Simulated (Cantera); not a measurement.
An isothermal, constant-pressure homogeneous reactor starts with 44.7 % H2, 55.3 % O2, equivalence ratio 0.40, at 1225 K and 15.0 Torr.

Cantera simulation using the H2/O2 subset of GRI-Mech 3.0, which has no nitrogen chemistry; the numbers are that mechanism's predictions, not measurements. Radical loss at walls, strong at low pressure, is not modelled. The temperature is held fixed by assumption; the heat of reaction is taken as removed at once.

x: mole fraction; the columns are a selection and need not sum to one.

```csv
t (s),x H2,x O2,x OH,x HO2,x O
7.00e-5,0.447,0.553,1.11e-8,3.80e-8,1.86e-8
0.000159,0.447,0.553,1.39e-7,8.88e-8,2.39e-7
0.000363,0.447,0.552,…,…,…
0.000825,0.0509,0.366,0.0169,1.23e-5,0.0749
0.00188,0.0351,0.371,0.0153,1.43e-5,0.0666
0.00427,0.0238,0.395,0.0130,1.78e-5,0.0374
0.00973,0.00702,0.416,0.00709,1.79e-5,0.00975
0.0221,0.000965,0.422,0.00258,9.00e-6,0.00129
0.0504,0.000143,0.423,0.00100,2.39e-6,0.000194
0.115,3.07e-5,0.424,0.000473,6.35e-7,4.28e-5
0.261,8.73e-6,0.424,0.000255,2.02e-7,1.25e-5
0.594,2.94e-6,0.424,0.000149,7.65e-8,4.27e-6
1.35,1.10e-6,0.424,9.19e-5,3.62e-8,1.62e-6
3.08,…,0.424,…,2.48e-8,…
7.00,2.15e-7,0.424,4.07e-5,2.44e-8,3.17e-7
```

### Question
Fill in the missing entries.

### Answer

- 0.000363, x OH: 2.92e-5
- 0.000363, x HO2: 8.00e-7
- 0.000363, x O: 5.02e-5
- 3.08, x H2: 4.51e-7
- 3.08, x OH: 5.90e-5
- 3.08, x O: 6.67e-7
